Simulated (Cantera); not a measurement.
An isothermal, constant-pressure homogeneous reactor starts with NO : N₂ = 1 : 7.3 (molar parts), at 2200 K and 2800 Pa.

Model: GRI-Mech 3.0 (53 species, 325 reactions), integrated in Cantera. Radical loss at walls, strong at low pressure, is not modelled.

x: mole fraction; the columns are a selection and need not sum to one.

| t (s) | x NO | x NO₂ | x O₂ | x N₂O | x N₂ |
|---|---|---|---|---|---|
| 0.000300 | 0.120 | 4.02e-10 | 1.00e-9 | 5.13e-7 | 0.880 |
| 0.000877 | 0.120 | ? | 8.89e-9 | 1.40e-6 | 0.880 |
| 0.00256 | 0.120 | ? | 8.37e-8 | 3.42e-6 | 0.880 |
| 0.00750 | 0.120 | ? | 8.54e-7 | 6.30e-6 | 0.880 |
| 0.0219 | 0.120 | ? | 8.82e-6 | 7.55e-6 | 0.880 |
| 0.0641 | 0.120 | ? | 8.35e-5 | 7.38e-6 | 0.880 |
| 0.187 | 0.118 | ? | 0.000707 | 6.77e-6 | 0.880 |
| 0.548 | 0.109 | ? | 0.00485 | 5.22e-6 | 0.884 |
| 1.60 | 0.0719 | ? | 0.0230 | 1.95e-6 | 0.903 |
| 4.68 | 0.0156 | ? | 0.0505 | 1.32e-7 | 0.930 |
| 13.7 | 0.00706 | 7.67e-7 | 0.0547 | 7.15e-8 | 0.934 |
| 40.0 | 0.00704 | 7.65e-7 | 0.0547 | 7.14e-8 | 0.934 |

Task: What belongs in the gaps?

Result: 
- 0.000877, x NO₂: 2.73e-9
- 0.00256, x NO₂: 1.45e-8
- 0.00750, x NO₂: 6.26e-8
- 0.0219, x NO₂: 2.28e-7
- 0.0641, x NO₂: 6.94e-7
- 0.187, x NO₂: 1.79e-6
- 0.548, x NO₂: 3.70e-6
- 1.60, x NO₂: 5.06e-6
- 4.68, x NO₂: 1.63e-6
